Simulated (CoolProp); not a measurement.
Values from CoolProp's reference Helmholtz-energy equation of state, Thol 2016.

Q: For hexamethyldisiloxane (MM), give the phase and the cp (kJ/(kg K)), speed of sound (m/s) at 385.6 K and 589 kPa; 414.2 K and 81.4 kPa; 507.2 K and 79.6 kPa.

A: 
- 385.6 K and 589 kPa: liquid; cp 2.15, speed of sound 585
- 414.2 K and 81.4 kPa: gas; cp 1.82, speed of sound 143
- 507.2 K and 79.6 kPa: gas; cp 2.04, speed of sound 161
